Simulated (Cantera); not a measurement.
A Cantera script and what it prints.

```python
import numpy as np
import cantera as ct

gas_names = """
    C CN C2 CCN CNC C2N2 C3 C4 C4N2 C5 N N2 Si SiC SiC2 SiN Si2 Si2C Si2N Si3
""".split()
cond_names = """
    C(gr) Si(cr) Si(L) SiC(b) Si3N4(a)
""".split()


# ... load() reads the species with a 1 bar reference pressure and builds the phases ...
atoms = {
    'SiC': {'Si': 1, 'C': 1},
    'Si': {'Si': 1},
    'N2': {'N': 2},
}
top_T = {'C(gr)': 4500, 'SiC(b)': 3050, 'Si3N4(a)': 2400}  # K; cautious upper limits of use, not melting points


# ... equilibrate(T, P, feed) seeds the gas with the atoms and calls Mixture.equilibrate('TP', solver="vcs", rtol=1e-11, max_steps=5000) ...
results = []
feed = {'SiC': 1, 'Si': 0.0025, 'N2': 0.23}  # mol
P = 230000  # Pa
for T in [2150, 2250, 2350, 2450, 2550, 2650, 2750, 2850, 2950]:
    mix = equilibrate(T, P, feed)
    results.append((T, P, feed, dict(zip(mix.species_names, mix.species_moles))))
    x = sorted(zip(gas.X, gas.species_names), reverse=True)
    print(f"T = {T:g} K  P = {P:g} Pa  gas = {mix.phase_moles(0):.4g} mol")
    print("   x: " + "  ".join(f"{s} {v:.3e}" for v, s in x if v > 1e-05))
    print("   condensed (mol): " + ("  ".join(f"{mix.phase(i).name} {mix.phase_moles(i):.4g}"
          for i in range(1, mix.n_phases) if mix.phase_moles(i) > 1e-12) or "none"))
```

Output:

```
T = 2150 K  P = 230000 Pa  gas = 0.2284 mol
   x: N2 9.999e-01  Si 5.679e-05  SiN 1.608e-05  Si2N 1.077e-05
   condensed (mol): SiC(b) 1  Si3N4(a) 0.0008259
T = 2250 K  P = 230000 Pa  gas = 0.2301 mol
   x: N2 9.996e-01  Si 2.575e-04  Si2N 6.358e-05  SiN 5.989e-05  Si2C 1.785e-05
   condensed (mol): Si(L) 0.002391  SiC(b) 1
T = 2350 K  P = 230000 Pa  gas = 0.2302 mol
   x: N2 9.991e-01  Si 6.249e-04  SiN 1.214e-04  Si2N 1.196e-04  Si2C 5.909e-05  Si2 1.315e-05
   condensed (mol): Si(L) 0.002254  SiC(b) 1
T = 2450 K  P = 230000 Pa  gas = 0.2304 mol
   x: N2 9.979e-01  Si 1.409e-03  SiN 2.322e-04  Si2N 2.130e-04  Si2C 1.767e-04  Si2 3.488e-05  SiC2 1.424e-05
   condensed (mol): Si(L) 0.001969  SiC(b) 0.9999
T = 2550 K  P = 230000 Pa  gas = 0.2309 mol
   x: N2 9.956e-01  Si 2.978e-03  Si2C 4.832e-04  SiN 4.215e-04  Si2N 3.617e-04  Si2 8.546e-05  SiC2 6.427e-05  CN 2.739e-05  Si3 1.450e-05
   condensed (mol): Si(L) 0.001411  SiC(b) 0.9998
T = 2650 K  P = 230000 Pa  gas = 0.2319 mol
   x: N2 9.909e-01  Si 5.944e-03  Si2C 1.221e-03  SiN 7.304e-04  Si2N 5.882e-04  SiC2 2.579e-04  Si2 1.953e-04  CN 7.314e-05  Si3 3.196e-05  C2N2 2.006e-05
   condensed (mol): Si(L) 0.0003694  SiC(b) 0.9996
T = 2750 K  P = 230000 Pa  gas = 0.2329 mol
   x: N2 9.866e-01  Si 8.093e-03  Si2C 2.064e-03  SiC2 1.299e-03  SiN 8.726e-04  Si2N 4.751e-04  CN 2.530e-04  Si2 2.162e-04  C2N2 9.682e-05  Si3 2.455e-05
   condensed (mol): SiC(b) 0.9988
T = 2850 K  P = 230000 Pa  gas = 0.2352 mol
   x: N2 9.765e-01  Si 1.149e-02  SiC2 5.463e-03  Si2C 3.577e-03  SiN 1.094e-03  CN 7.498e-04  Si2N 4.406e-04  C2N2 3.657e-04  Si2 2.695e-04  Si3 2.321e-05  SiC 2.171e-05  C3 1.683e-05
   condensed (mol): SiC(b) 0.9962
T = 2950 K  P = 230000 Pa  gas = 0.2414 mol
   x: N2 9.500e-01  Si 2.080e-02  SiC2 1.590e-02  Si2C 7.787e-03  SiN 1.749e-03  CN 1.564e-03  C2N2 7.251e-04  Si2N 6.943e-04  Si2 5.646e-04  C3 7.886e-05  SiC 6.522e-05  Si3 4.909e-05  C 1.358e-05  C4N2 1.066e-05
   condensed (mol): C(gr) 0.0008221  SiC(b) 0.9888
```

Cantera equilibrium calculation (NASA polynomials, part measured and part estimated; ideal gas, pure solids and liquids). Mutual solubility and eutectic melting of coexisting phases are not modelled. The tables' values for SiN are old estimates; treat these amounts as uncertain.
